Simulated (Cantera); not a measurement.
Cantera run, input and output.

```python
import numpy as np
import cantera as ct

surf = ct.Interface("diamond.yaml", "diamond_100")
gas, bulk = surf.adjacent["gas"], surf.adjacent["diamond"]
k = surf.kinetics_species_index(bulk.species_names[0])
cover = ["c6HH", "c6H*", "c6*H", "c6**", "c6HM", "c6B"]

rows, drift = [], 0.0
print(f"{'T':>10s}{'um/h':>11s}" + "".join(f"{s:>11s}" for s in cover))
for v in [900, 950, 1000, 1050, 1100, 1150, 1200, 1250, 1300, 1350, 1400]:
    T, P, xH, xCH3 = v, 5500, 0.0019, 0.00012
    gas.TPX = T, P, {"H": xH, "CH3": xCH3, "CH4": 0.0095, "H2": 1 - xH - xCH3 - 0.0095}
    surf.TP = bulk.TP = T, P
    surf.coverages = "c6H*:0.1, c6HH:0.9"
    surf.advance_coverages(100.0)
    before = surf.coverages
    surf.advance_coverages(100.0)
    drift = max(drift, np.max(np.abs(surf.coverages - before) / (surf.coverages + 1e-9)))
    rate = surf.net_production_rates[k] * bulk.mean_molecular_weight / bulk.density * 3.6e9
    rows.append([rate, *surf[cover].coverages])
    print(f"{v:10.4g}{rate:11.4e}" + "".join(f"{x:11.3e}" for x in rows[-1][1:]))
```

Output:

```
         T       um/h       c6HH       c6H*       c6*H       c6**       c6HM        c6B
       900 1.9177e+00  6.502e-01  9.821e-03  2.745e-01  4.006e-03  4.941e-02  5.204e-09
       950 2.5086e+00  6.120e-01  1.339e-02  3.176e-01  6.128e-03  3.901e-02  6.807e-09
      1000 3.0256e+00  5.746e-01  1.751e-02  3.582e-01  8.895e-03  2.975e-02  8.210e-09
      1050 3.1797e+00  5.399e-01  2.214e-02  3.960e-01  1.234e-02  2.050e-02  8.628e-09
      1100 2.7062e+00  5.081e-01  2.718e-02  4.304e-01  1.644e-02  1.164e-02  7.343e-09
      1150 1.8893e+00  4.781e-01  3.243e-02  4.595e-01  2.102e-02  5.284e-03  5.127e-09
      1200 1.2691e+00  4.499e-01  3.771e-02  4.824e-01  2.585e-02  2.069e-03  3.444e-09
      1250 9.8147e-01  4.246e-01  4.290e-02  4.997e-01  3.073e-02  7.689e-04  2.663e-09
      1300 8.9835e-01  4.029e-01  4.797e-02  5.123e-01  3.548e-02  2.849e-04  2.438e-09
      1350 8.5499e-01  3.851e-01  5.287e-02  5.212e-01  3.995e-02  1.062e-04  2.320e-09
      1400 7.1658e-01  3.709e-01  5.757e-02  5.268e-01  4.403e-02  3.964e-05  1.944e-09
```

Cantera simulation using the Harris–Goodwin 1993 mechanism for the reconstructed diamond (100) surface; the numbers are that mechanism's predictions, not measurements.
